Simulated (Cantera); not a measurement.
An isothermal, constant-pressure homogeneous reactor starts with C2H6 : N2 = 1 : 110 (molar parts), at 1025 K and 405 Torr. Integrator tolerance rtol = 1e-08.

Detailed kinetics in Cantera: GRI-Mech 3.0 (53 species, 325 reactions). GRI-Mech 3.0 stops at C3 and has no aromatics, soot or wall deposition, so with more carbon than oxygen in the feed, carbon stays in small species such as C2H2 where larger ones or solid carbon would form.

**Question.** What does this change do: pressure from 405 Torr to 51.0 Torr?

**Answer.** 
```
quantity                                             before                                     after
-----------------  ----------------------------------------  ----------------------------------------
x(C2H6) at 10.0 s  0.000207 (gas-phase equilibrium 2.83e-6)  0.000874 (gas-phase equilibrium 3.97e-7)
x(C2H2) at 10.0 s  0.00119 (gas-phase equilibrium 0.000720)  0.000841 (gas-phase equilibrium 0.00141)
x(CH4) at 10.0 s   0.000425 (gas-phase equilibrium 0.00812)  0.000436 (gas-phase equilibrium 0.00443)
x(C2H) at 10.0 s      <1e-12 (gas-phase equilibrium <1e-12)     <1e-12 (gas-phase equilibrium <1e-12)
x(C2H4) at 10.0 s  0.00731 (gas-phase equilibrium 0.000585)  0.00700 (gas-phase equilibrium 0.000306)
```

**Question.** What does this change do: temperature 1025 to 1548 K?

**Answer.** 
```json
[
 {"quantity": "x(C2H6) at 10.0 s", "before": "0.000207 (gas-phase equilibrium 2.83e-6)", "after": "2.13e-8 (gas-phase equilibrium 9.43e-11)"},
 {"quantity": "x(C2H2) at 10.0 s", "before": "0.00119 (gas-phase equilibrium 0.000720)", "after": "0.00867 (gas-phase equilibrium 0.000967)"},
 {"quantity": "x(CH4) at 10.0 s", "before": "0.000425 (gas-phase equilibrium 0.00812)", "after": "0.000342 (gas-phase equilibrium 2.02e-5)"},
 {"quantity": "x(C2H) at 10.0 s", "before": "<1e-12 (gas-phase equilibrium <1e-12)", "after": "6.87e-9 (gas-phase equilibrium 7.70e-10)"},
 {"quantity": "x(C2H4) at 10.0 s", "before": "0.00731 (gas-phase equilibrium 0.000585)", "after": "1.44e-5 (gas-phase equilibrium 1.63e-6)"}
]
```
